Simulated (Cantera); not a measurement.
A Cantera script and its output.

```python
import numpy as np
import cantera as ct

surf = ct.Interface("diamond.yaml", "diamond_100")
gas, bulk = surf.adjacent["gas"], surf.adjacent["diamond"]
k = surf.kinetics_species_index(bulk.species_names[0])
cover = ["c6HH", "c6H*", "c6*H", "c6**", "c6HM", "c6B"]

rows, drift = [], 0.0
print(f"{'xCH3':>10s}{'um/h':>11s}" + "".join(f"{s:>11s}" for s in cover))
for v in [1e-06, 2.1e-06, 4.5e-06, 9.6e-06, 2e-05, 4.3e-05, 9.2e-05, 0.0002, 0.00041]:
    T, P, xH, xCH3 = 1248, 9600, 0.0017, v
    gas.TPX = T, P, {"H": xH, "CH3": xCH3, "CH4": 0.0079, "H2": 1 - xH - xCH3 - 0.0079}
    surf.TP = bulk.TP = T, P
    surf.coverages = "c6H*:0.1, c6HH:0.9"
    surf.advance_coverages(100.0)
    before = surf.coverages
    surf.advance_coverages(100.0)
    drift = max(drift, np.max(np.abs(surf.coverages - before) / (surf.coverages + 1e-9)))
    rate = surf.net_production_rates[k] * bulk.mean_molecular_weight / bulk.density * 3.6e9
    rows.append([rate, *surf[cover].coverages])
    print(f"{v:10.4g}{rate:11.4e}" + "".join(f"{x:11.3e}" for x in rows[-1][1:]))
```

Result:

```
      xCH3       um/h       c6HH       c6H*       c6*H       c6**       c6HM        c6B
     1e-06 1.7459e-02  4.285e-01  4.266e-02  4.986e-01  3.022e-02  1.122e-05  4.738e-11
   2.1e-06 3.6660e-02  4.285e-01  4.266e-02  4.986e-01  3.021e-02  2.355e-05  9.948e-11
   4.5e-06 7.8537e-02  4.285e-01  4.266e-02  4.986e-01  3.020e-02  5.046e-05  2.131e-10
   9.6e-06 1.6746e-01  4.284e-01  4.265e-02  4.985e-01  3.018e-02  1.076e-04  4.544e-10
     2e-05 3.4851e-01  4.283e-01  4.264e-02  4.984e-01  3.014e-02  2.240e-04  9.457e-10
   4.3e-05 7.4757e-01  4.281e-01  4.262e-02  4.981e-01  3.004e-02  4.809e-04  2.029e-09
   9.2e-05 1.5917e+00  4.277e-01  4.257e-02  4.975e-01  2.984e-02  1.026e-03  4.319e-09
    0.0002 3.4235e+00  4.268e-01  4.246e-02  4.962e-01  2.940e-02  2.214e-03  9.290e-09
   0.00041 6.8777e+00  4.251e-01  4.224e-02  4.937e-01  2.858e-02  4.480e-03  1.866e-08
```

Cantera simulation using the Harris–Goodwin 1993 mechanism for the reconstructed diamond (100) surface; the numbers are that mechanism's predictions, not measurements.
